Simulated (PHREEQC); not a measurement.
Consider water at 25 °C with 0.04 mol LiBr, 6.9e-05 mol MnCl2 and 0.011 mol SrCl2 per kg of water. Closed to the air; pH follows from the charge balance.

All values are PHREEQC results (ion-association model, wateq4f.dat), not measurements.

Precipitation was switched off in this run.

**Question.** Predict the pH.

**Answer.** pH 6.97.

**Question.** In which forms is Mn present?

**Answer.** Mn+2 96 %, MnCl+ 3.7 % of the Mn.
